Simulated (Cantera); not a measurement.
## Silicon epitaxy and polysilicon growth: Si₃H₈ + Cl₂ + H₂ + HCl

Feed: 1 mol Si₃H₈, 0.021 mol Cl₂, 32 mol H₂, 0.68 mol HCl, equilibrated at 54.8 Torr.

These are equilibrium values from Cantera (NASA tables, ideal gas, pure condensed phases), not measurements of a reactor. Candidate condensed phases: Si; 19 gas species. The feed counts by its element totals alone. The tables' values for SiCl₃, SiCl are old estimates; treat these amounts as uncertain. Gases not in the tables: Si₂H₆ and higher silanes. The numbers say what is thermodynamically allowed, not how fast it happens.

```json
[
 {"T (°C)": "952", "log p H₂": "-1.14", "log p HCl": "-2.90", "log p SiCl₂": "-4.27", "log p H": "-7.08", "log p SiHCl₃": "-5.08", "log p SiCl₃": "-5.25", "log p SiCl₄": "-5.33", "n Si(s)": "2.96", "n Si(l)": "0"},
 {"T (°C)": "1027", "log p H₂": "-1.14", "log p HCl": "-2.89", "log p SiCl₂": "-4.21", "log p H": "-6.53", "log p SiHCl₃": "-5.58", "log p SiCl₃": "-5.48", "log p SiCl₄": "-5.98", "n Si(s)": "2.96", "n Si(l)": "0"},
 {"T (°C)": "1102", "log p H₂": "-1.14", "log p HCl": "-2.89", "log p SiCl₂": "-4.17", "log p H": "-6.04", "log p SiHCl₃": "-6.04", "log p SiCl₃": "-5.71", "log p SiCl₄": "-6.59", "n Si(s)": "2.96", "n Si(l)": "0"},
 {"T (°C)": "1177", "log p H₂": "-1.14", "log p HCl": "-2.89", "log p SiCl₂": "-4.15", "log p H": "-5.60", "log p SiHCl₃": "-6.46", "log p SiCl₃": "-5.92", "log p SiCl₄": "-7.14", "n Si(s)": "2.96", "n Si(l)": "0"},
 {"T (°C)": "1252", "log p H₂": "-1.14", "log p HCl": "-2.89", "log p SiCl₂": "-4.12", "log p H": "-5.20", "log p SiHCl₃": "-6.83", "log p SiCl₃": "-6.12", "log p SiCl₄": "-7.63", "n Si(s)": "2.96", "n Si(l)": "0"},
 {"T (°C)": "1327", "log p H₂": "-1.14", "log p HCl": "-2.89", "log p SiCl₂": "-4.11", "log p H": "-4.84", "log p SiHCl₃": "-7.18", "log p SiCl₃": "-6.29", "log p SiCl₄": "-8.09", "n Si(s)": "2.96", "n Si(l)": "0"},
 {"T (°C)": "1402", "log p H₂": "-1.15", "log p HCl": "-2.90", "log p SiCl₂": "-4.09", "log p H": "-4.51", "log p SiHCl₃": "-7.49", "log p SiCl₃": "-6.45", "log p SiCl₄": "-8.50", "n Si(s)": "2.96", "n Si(l)": "0"},
 {"T (°C)": "1477", "log p H₂": "-1.15", "log p HCl": "-2.89", "log p SiCl₂": "-4.12", "log p H": "-4.21", "log p SiHCl₃": "-7.81", "log p SiCl₃": "-6.64", "log p SiCl₄": "-8.91", "n Si(s)": "0", "n Si(l)": "2.96"}
]
```
log p: log10 of the partial pressure in bar; n: condensed amount in mol.

From 952 °C to 1402 °C the condensed part is Si(s). At 1477 °C the condensed part is Si(l). The main Si-bearing gas is SiCl₂ throughout.
